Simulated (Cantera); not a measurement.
A Cantera script and its output.

```python
import numpy as np
import cantera as ct

gas = ct.Solution("gri30.yaml")
gas.TPX = 1675, 101325, {'CO': 1, 'H2': 0.94, 'O2': 1.35, 'N2': 7.95}
reactor = ct.IdealGasReactor(gas, energy="on", clone=False)
net = ct.ReactorNet([reactor])
net.rtol, net.atol = 1e-08, 1e-16
show = ['CO', 'H2', 'O2', 'H2O', 'O', 'N2O', 'H']
times = np.geomspace(3e-06, 0.9, 15)

steps = ct.SolutionArray(gas, extra=["t"])
rows = []
print(f"{'t/s':>10s}{'T/K':>9s}{'P/Pa':>11s}" + "".join(f"{s:>11s}" for s in show))
for t in times:
    while net.time < t:
        t_next = net.step()
        steps.append(gas.state, t=t_next)
    rows.append([np.interp(t, steps.t, y) for y in (steps.T, steps.P, *steps(*show).X.T)])
    print(f"{t:10.3e}{rows[-1][0]:9.1f}{rows[-1][1]:11.4g}" + "".join(f"{x:11.3e}" for x in rows[-1][2:]))
rate = np.gradient(steps.T, steps.t)
print("integrator steps:", len(steps.t))
if steps.T.max() > steps.T[0] + 200:
    print(f"time of steepest temperature rise: {steps.t[rate.argmax()]:.4e} s")
gas.TPX = 1675, 101325, {'CO': 1, 'H2': 0.94, 'O2': 1.35, 'N2': 7.95}
gas.equilibrate("UV")
print(f"equilibrium (UV): T = {gas.T:.1f} K  " + "  ".join(f"{s} {gas[s].X[0]:.3e}" for s in show))
```

Result:

```
       t/s      T/K       P/Pa         CO         H2         O2        H2O          O        N2O          H
 3.000e-06   1675.0  1.013e+05  8.897e-02  8.362e-02  1.201e-01  5.766e-06  1.996e-06  8.019e-12  5.788e-06
 7.385e-06   1675.2  1.013e+05  8.893e-02  8.293e-02  1.197e-01  4.555e-04  1.257e-04  2.747e-10  3.614e-04
 1.818e-05   1790.9  1.078e+05  7.298e-02  1.000e-02  6.697e-02  5.282e-02  2.752e-02  1.398e-07  3.177e-02
 4.475e-05   2097.5  1.241e+05  4.739e-02  1.111e-02  5.361e-02  5.350e-02  2.604e-02  1.887e-07  2.659e-02
 1.102e-04   2429.6  1.408e+05  4.154e-02  8.477e-03  5.077e-02  6.424e-02  1.617e-02  3.123e-07  1.193e-02
 2.712e-04   2685.8  1.532e+05  3.203e-02  5.538e-03  4.687e-02  7.284e-02  8.780e-03  6.791e-07  4.791e-03
 6.675e-04   2736.3  1.555e+05  2.916e-02  4.886e-03  4.448e-02  7.480e-02  7.204e-03  8.462e-07  3.703e-03
 1.643e-03   2729.7   1.55e+05  2.903e-02  4.884e-03  4.222e-02  7.512e-02  6.804e-03  8.850e-07  3.600e-03
 4.045e-03   2723.9  1.546e+05  2.895e-02  4.887e-03  4.040e-02  7.537e-02  6.491e-03  9.368e-07  3.521e-03
 9.957e-03   2722.7  1.546e+05  2.893e-02  4.888e-03  4.004e-02  7.541e-02  6.431e-03  9.490e-07  3.506e-03
 2.451e-02   2722.7  1.546e+05  2.893e-02  4.888e-03  4.004e-02  7.542e-02  6.430e-03  9.491e-07  3.505e-03
 6.034e-02   2722.7  1.546e+05  2.893e-02  4.888e-03  4.004e-02  7.542e-02  6.430e-03  9.491e-07  3.505e-03
 1.485e-01   2722.7  1.546e+05  2.893e-02  4.888e-03  4.004e-02  7.542e-02  6.430e-03  9.491e-07  3.505e-03
 3.656e-01   2722.7  1.546e+05  2.893e-02  4.888e-03  4.004e-02  7.542e-02  6.430e-03  9.491e-07  3.505e-03
 9.000e-01   2722.7  1.546e+05  2.893e-02  4.888e-03  4.004e-02  7.542e-02  6.430e-03  9.491e-07  3.505e-03
integrator steps: 1258
time of steepest temperature rise: 1.4308e-05 s
equilibrium (UV): T = 2722.7 K  CO 2.893e-02  H2 4.888e-03  O2 4.004e-02  H2O 7.542e-02  O 6.430e-03  N2O 9.491e-07  H 3.505e-03
```

Detailed kinetics in Cantera: GRI-Mech 3.0 (53 species, 325 reactions).
